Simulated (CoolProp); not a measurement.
Saturation properties of octamethyltrisiloxane (MDM).

Values from CoolProp's reference Helmholtz-energy equation of state, Thol 2017.

```
T (K)  p (bar)  liquid density (kg/m³)  enthalpy of vaporisation (kJ/kg)  liquid cp (kJ/(kg K))  vapour Z  surface tension (mN/m)
-----  -------  ----------------------  --------------------------------  ---------------------  --------  ----------------------
410.8   0.6753                   693.4                             159.2                  2.071    0.9445                    7.40
420.5   0.8841                   681.6                             154.9                  2.098    0.9326                    6.73
430.3    1.143                   669.2                             150.4                  2.125    0.9189                    6.06
440      1.453                   656.6                             145.8                  2.154    0.9037                    5.43
449.7    1.825                   643.6                             141.1                  2.183    0.8865                    4.82
459.4    2.265                   630.0                             136.1                  2.213    0.8675                    4.23
469.1    2.781                   615.7                             130.8                  2.246    0.8462                    3.67
478.8    3.382                   600.8                             125.3                  2.280    0.8225                    3.14
488.5    4.077                   584.9                             119.3                  2.318    0.7962                    2.63
498.2    4.875                   567.9                             112.9                  2.362    0.7668                    2.15
507.9    5.786                   549.6                             106.0                  2.413    0.7338                    1.70
517.6    6.823                   529.5                             98.23                  2.476    0.6964                    1.29
```

It boils at 425.6 K under 1 atm.

Surface tension comes from a separate correlation (Mulero 2014), older than this fluid's equation and unchecked against measurements.
